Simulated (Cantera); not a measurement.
Cantera run:

```python
import numpy as np
import cantera as ct

gas_names = """
    AL ALN AL2 N N2
""".split()
cond_names = """
    AL(cr) AL(L) ALN(s)
""".split()


# ... load() reads the species with a 1 bar reference pressure and builds the phases ...
atoms = {
    'AlN': {'AL': 1, 'N': 1},
    'N2': {'N': 2},
}
top_T = {'ALN(s)': 2750}  # K; cautious upper limits of use, not melting points


# ... equilibrate(T, P, feed) seeds the gas with the atoms and calls Mixture.equilibrate('TP', solver="vcs", rtol=1e-11, max_steps=5000) ...
results = []
feed = {'AlN': 1, 'N2': 0.093}  # mol
P = 13332.2  # Pa
for T in [1425, 1575, 1725, 1875, 2025, 2175, 2325, 2475]:
    mix = equilibrate(T, P, feed)
    results.append((T, P, feed, dict(zip(mix.species_names, mix.species_moles))))

top = {s: max(r[3][s] / sum(r[3][g] for g in gas_names) for r in results) for s in gas_names}
cols = sorted((s for s in top if top[s] > 0.001), key=lambda s: -top[s])[:9]
seen = [c for c in cond_names if any(r[3].get(c, 0) > 1e-12 for r in results)]
print("log10 of partial pressures in bar; condensed amounts in mol")
print(f"{'T/K':>10s}" + "".join(f"{s[:9]:>10s}" for s in cols + seen))
for T, P, feed, n in results:
    ng = sum(n[g] for g in gas_names)
    print(f"{T:10.4g}" + "".join(f"{np.log10(max(n[s] / ng * P / 1e5, 1e-99)):10.3f}" for s in cols)
          + "".join(f"{n.get(c, 0):10.4g}" for c in seen))
```

Result:

```
log10 of partial pressures in bar; condensed amounts in mol
       T/K        N2        AL       AL2    ALN(s)
      1425    -0.875   -10.940   -20.572         1
      1575    -0.875    -8.716   -16.727         1
      1725    -0.875    -6.884   -13.563         1
      1875    -0.875    -5.350   -10.914         1
      2025    -0.875    -4.047    -8.665    0.9999
      2175    -0.879    -2.925    -6.730    0.9992
      2325    -0.915    -1.935    -5.018    0.9907
      2475    -1.303    -1.079    -3.544         0
```

Cantera equilibrium calculation (NASA polynomials, part measured and part estimated; ideal gas, pure solids and liquids).
